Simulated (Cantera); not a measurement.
An isothermal, constant-pressure homogeneous reactor starts with H₂ : O₂ : N₂ = 2.2 : 1 : 0.55 (molar parts), equivalence ratio 1.1, at 1350 K and 1.00 bar.

Computed with Cantera and the H2/O2 subset of GRI-Mech 3.0, which has no nitrogen chemistry. The temperature is held fixed by assumption; the heat of reaction is taken as removed at once.

One state of this run: x H₂ = 0.0764; x O₂ = 0.00672; x OH = 0.00362; x HO₂ = 2.00e-5; x O = 0.00118; x H₂O₂ = 7.48e-6. x: mole fraction; the columns are a selection and need not sum to one.

Task: Which value of t (s) does it belong to?
(A) 0.0548
(B) 4.20e-5
(C) 0.230
(D) 17.0

Result: B, 4.20e-5
